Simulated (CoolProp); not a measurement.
Saturation properties of R123.

Model: reference Helmholtz-energy equation of state, Younglove 1994, in CoolProp. It is a modified Benedict-Webb-Rubin equation, recast in Helmholtz form.

```
T (K)  p (bar)  liquid density (kg/m³)  vapour density (kg/m³)  enthalpy of vaporisation (kJ/kg)  liquid cp (kJ/(kg K))  liquid conductivity (mW/(m K))
-----  -------  ----------------------  ----------------------  --------------------------------  ---------------------  ------------------------------
363.2    6.250                    1280                   37.26                             139.9                  1.120                            60.4
373      7.829                    1247                   46.83                             134.1                  1.143                            58.2
382.7    9.668                    1214                   58.33                             127.9                  1.170                            56.1
392.5    11.83                    1177                   72.43                             121.0                  1.205                            54.0
402.3    14.34                    1137                   89.70                             113.4                  1.249                            51.9
412      17.20                    1094                   110.9                             105.1                  1.309                            49.8
421.8    20.50                    1044                   137.9                             95.41                  1.399                            47.6
431.6    24.26                   986.0                   173.5                             83.93                  1.549                            45.2
441.3    28.50                   913.6                   223.3                             69.58                  1.869                            42.8
```

It boils at 301.0 K under 1 atm.

Thermal conductivity comes from a separate model (Laesecke 1996).
